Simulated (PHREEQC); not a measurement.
Consider water at 25 °C with 0.0046 mol/kgw CdCl2, 0.0064 mol/kgw CaCl2, 9e-05 mol/kgw H2SO4 and 0.0027 mol/kgw NaCl. Closed to the air; pH follows from the charge balance.

Model: ion-association model, phreeqc.dat, run in PHREEQC.

| quantity | before | after |
|---|---|---|
| pH | 3.81 | 3.82 |
| ionic strength (mol/kgw) | 0.0308 | 0.0585 |
| Cd+2 (mol/kgw) | 0.00213 | 0.00754 |
| CdCl2 (mol/kgw) | 0.000151 | 0.00164 |
| SI of Halite (NaCl) | -5.94 | -5.68 |
| SI of Cd(OH)2 (Cd(OH)2) | -9.00 | -8.50 |

Problem. Name the change that produced these shifts.
A. NaCl from 0.0027 to 0.00405 mol/kgw
B. CaCl2 from 0.0064 to 0.00576 mol/kgw
C. 0.0027 mol/kgw LiBr added
D. CdCl2 from 0.0046 to 0.023 mol/kgw
E. CaCl2 replaced by BaCl2 at the same molality

Solution. D, CdCl2 from 0.0046 to 0.023 mol/kgw

Precipitation was switched off in this run.
